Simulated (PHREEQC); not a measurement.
Consider water at 25 °C with 0.067 mol/kgw Cu(BF4)2. Closed to the air; pH follows from the charge balance.

Equilibrium calculation in PHREEQC: ion-association model, wateq4f.dat.

This is a speciation only: nothing precipitates in the calculation.

Order these F species by the share of F that they hold, largest first: BF3OH-, BF2(OH)2-, BF4-, HF, F-.

BF4- (94 %), BF3OH- (3.2 %), HF (1.4 %), F- (0.58 %), BF2(OH)2- (0.36 %)

Order these B species by the share of B that they hold, largest first: BF2(OH)2-, BF4-, BF3OH-, H3BO3.

BF4- (94 %), BF3OH- (4.3 %), H3BO3 (0.91 %), BF2(OH)2- (0.71 %)

The pH is 2.61 and the ionic strength 0.202 mol/kgw. Real BF4- forms and hydrolyses slowly; the run takes it at equilibrium.
